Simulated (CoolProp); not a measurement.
A closed Brayton cycle with carbon dioxide: compressor inlet 320.15 K and 8.6 MPa, high pressure 28.7 MPa, turbine inlet 975 K, compressor efficiency 0.89, turbine efficiency 0.93, recuperator effectiveness 0 (on enthalpy, no pinch check). Each further row changes one setting.

Model: reference Helmholtz-energy equation of state, Span 1996, in CoolProp.

| case | thermal efficiency (%) | net work (kJ/kg) | compressor to turbine work | compressor exit (K) | turbine exit (K) |
|---|---|---|---|---|---|
| as stated | 18.3 | 138 | 0.29 | 410.6 | 810.9 |
| turbine inlet 925 K | 18.4 | 127 | 0.30 | 410.6 | 766.5 |
| compressor inlet 330.15 K | 18.0 | 129 | 0.34 | 432.1 | 810.9 |
| high pressure 24.4 MPa | 16.1 | 123 | 0.27 | 398.2 | 832.1 |
| recuperator effectiveness 0.5 | 26.5 | 138 | 0.29 | 410.6 | 810.9 |
